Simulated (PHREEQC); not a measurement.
Synthetic water in mmol/kgw, 25 °C, pH 6.75, pe 0.1:

```
constituent           mmol/kgw
--------------------  --------
Na                        7.44
K                         2.25
Ca                        1.11
Mg                       0.504
Cl                        7.54
S(6)                      1.12
Alkalinity (meq/kgw)      3.13
Fe(2)                    0.218
B                      0.00708
N(-3)                  0.00379
Br                     0.00559
Sr                      0.0846
Li                       0.381
```

Valence states are taken as typed.

Model: ion-association model, wateq4f.dat, run in PHREEQC.

No solid was allowed to form.

Question: Order these Sr species by the share of Sr that they hold, largest first: Sr+2, SrHCO3+, SrSO4.

Answer: Sr+2 (91 %), SrSO4 (6.4 %), SrHCO3+ (2.6 %)

Question: Order these S species by the share of S that they hold, largest first: MgSO4, NaSO4-, FeSO4, SO4-2, CaSO4.

Answer: SO4-2 (86 %), CaSO4 (6.5 %), MgSO4 (3.5 %), NaSO4- (1.9 %), FeSO4 (0.99 %)

The pH is 6.75 and the ionic strength 0.0157 mol/kgw. Saturation is exceeded, for instance for Siderite; the values hold only as long as no solid forms. Complexes and solids missing from the database can't appear.
